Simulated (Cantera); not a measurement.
Chlorosilane synthesis and conversion: Si + Cl2 + H2

A closed system holds: 1 mol Si, a varied amount of Cl2, 17 mol H2, equilibrated at 1450 K and 0.190 bar.

These are equilibrium values from Cantera (NASA tables, ideal gas, pure condensed phases), not measurements of a reactor. Candidate condensed phases: Si; 19 gas species. The tables' values for SiCl3 are old estimates; treat these amounts as uncertain. Rates play no part.

From 0.5 mol Cl2 to 2.1 mol Cl2 the condensed part is Si(s). From 2.5 mol Cl2 to 2.8 mol Cl2 nothing is condensed. The main Si-bearing gas is SiCl2 throughout.

| n(Cl2) (mol) | log p H2 | log p HCl | log p SiCl2 | log p SiCl3 | log p SiCl4 | log p SiHCl3 | log p SiH2Cl2 | log p H | n Si(s) |
|---|---|---|---|---|---|---|---|---|---|
| 0.5 | -0.74 | -2.09 | -2.94 | -4.12 | -4.73 | -4.45 | -4.98 | -5.40 | 0.882 |
| 0.58 | -0.75 | -2.04 | -2.85 | -3.97 | -4.54 | -4.31 | -4.89 | -5.40 | 0.850 |
| 0.67 | -0.75 | -2.00 | -2.76 | -3.84 | -4.36 | -4.17 | -4.80 | -5.40 | 0.811 |
| 0.77 | -0.75 | -1.96 | -2.67 | -3.71 | -4.18 | -4.05 | -4.72 | -5.40 | 0.766 |
| 0.89 | -0.76 | -1.92 | -2.58 | -3.58 | -4.01 | -3.92 | -4.64 | -5.40 | 0.708 |
| 1 | -0.76 | -1.88 | -2.52 | -3.48 | -3.88 | -3.82 | -4.57 | -5.40 | 0.652 |
| 1.2 | -0.77 | -1.84 | -2.42 | -3.33 | -3.68 | -3.67 | -4.48 | -5.41 | 0.547 |
| 1.4 | -0.77 | -1.80 | -2.34 | -3.21 | -3.52 | -3.56 | -4.40 | -5.41 | 0.436 |
| 1.6 | -0.78 | -1.77 | -2.27 | -3.11 | -3.38 | -3.46 | -4.34 | -5.41 | 0.322 |
| 1.8 | -0.79 | -1.74 | -2.21 | -3.02 | -3.27 | -3.38 | -4.29 | -5.42 | 0.206 |
| 2.1 | -0.79 | -1.71 | -2.14 | -2.92 | -3.13 | -3.27 | -4.23 | -5.42 | 0.0268 |
| 2.5 | -0.81 | -1.60 | -2.18 | -2.84 | -2.93 | -3.20 | -4.29 | -5.43 | 0 |
| 2.8 | -0.82 | -1.53 | -2.23 | -2.80 | -2.81 | -3.17 | -4.34 | -5.44 | 0 |
log p: log10 of the partial pressure in bar; n: condensed amount in mol.
